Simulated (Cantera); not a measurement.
Cantera with NASA thermochemical tables; ideal gases at 1 bar, condensed phases pure. Values are per mole of reaction as written; species without (g) are pure solids or liquids, kept so even where they would boil at 1 bar.

Between 698 and 1198 K, where is each reaction favourable under standard conditions?
- 3 PbF2 + 2 NH3(g) ⇌ 3 Pb + 2 NF3(g) + 3 H2(g)


- 3 PbF2 + 2 NH3(g) ⇌ 3 Pb + 2 NF3(g) + 3 H2(g): ΔG° is 1593 kJ at 698 K and 1427 kJ at 1198 K; it stays positive (K < 1). ΔH° is 1768 kJ and ΔS° 285 J/K at 1198 K.
